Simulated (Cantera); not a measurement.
Feed: 1 mol (CH3)2SiCl2, 0.23 mol CH4, 230 mol H2, 1.8 mol HCl, equilibrated at 10.0 mbar.

Equilibrium computed with Cantera from the NASA thermochemical tables; the gas is ideal and each condensed phase is pure. Candidate condensed phases: C, C6H6, C7H8, C8H18, Si, SiC; 109 gas species. The feed counts by its element totals alone. The numbers say what is thermodynamically allowed, not how fast it happens. All values below are at 1048 K.

Base state: H2 0.983, HCl 0.0161, CH4 0.000565 (mole fractions); condensed: C(graphite) + SiC(s).

Task: What changes in the equilibrium state with this change: H2 from 230 to 25 mol?

Result: 
```
species             before     after
----------------  --------  --------
H2                   0.983     0.882
HCl                 0.0161     0.116
SiCl4              4.00e-7   0.00134
SiCl3              7.90e-8   3.48e-5
SiHCl3             2.50e-7  0.000104
SiCl2              2.86e-7   1.66e-5
CH4               0.000565  0.000454
C(graphite), mol      1.10      1.26
SiC(s), mol          1.000     0.953
```
The tables' values for SiCl3 are old estimates; treat these amounts as uncertain.
